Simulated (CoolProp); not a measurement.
Computed with CoolProp (reference Helmholtz-energy equation of state, Lemmon 2006). It is a short technical equation, of lower accuracy than the large ones.

Question: For neopentane, give the phase and the density (kg/m³), cp (kJ/(kg K)), Joule-Thomson coefficient (K/MPa), isothermal compressibility (1/MPa) at 550 K and 37.1 bar.

Answer: 
- 550 K and 37.1 bar: supercritical; density 71.8, cp 3.01, Joule-Thomson coefficient 4.55, isothermal compressibility 0.331
